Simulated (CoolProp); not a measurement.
Saturation properties of nitrous oxide (Tc = 309.5 K, pc = 7245 kPa, ω = 0.161).

Values from CoolProp's reference Helmholtz-energy equation of state, Lemmon 2006. It is a short technical equation, of lower accuracy than the large ones.

| T (K) | p (kPa) | liquid density (kg/m³) | vapour density (kg/m³) | liquid cp (kJ/(kg K)) | surface tension (mN/m) |
|---|---|---|---|---|---|
| 192.5 | 158.2 | 1207 | 4.513 | 1.726 | 22.0 |
| 199.7 | 230.2 | 1185 | 6.403 | 1.737 | 20.4 |
| 207 | 326.7 | 1163 | 8.891 | 1.751 | 18.7 |
| 214.2 | 449.6 | 1139 | 12.01 | 1.770 | 17.2 |
| 221.4 | 604.5 | 1116 | 15.92 | 1.793 | 15.6 |
| 228.6 | 796.3 | 1091 | 20.76 | 1.822 | 14.1 |
| 235.8 | 1030 | 1065 | 26.68 | 1.858 | 12.6 |
| 243.1 | 1315 | 1038 | 34.00 | 1.903 | 11.1 |
| 250.3 | 1649 | 1010 | 42.77 | 1.959 | 9.68 |
| 257.5 | 2041 | 979.8 | 53.39 | 2.029 | 8.28 |
| 264.7 | 2497 | 947.9 | 66.29 | 2.121 | 6.92 |
| 271.9 | 3023 | 913.4 | 82.07 | 2.246 | 5.60 |
| 279.1 | 3626 | 875.5 | 101.7 | 2.426 | 4.34 |
| 286.4 | 4323 | 832.1 | 127.0 | 2.715 | 3.12 |

It boils at 184.7 K under 1 atm.

Surface tension comes from a separate correlation (Mulero 2012).
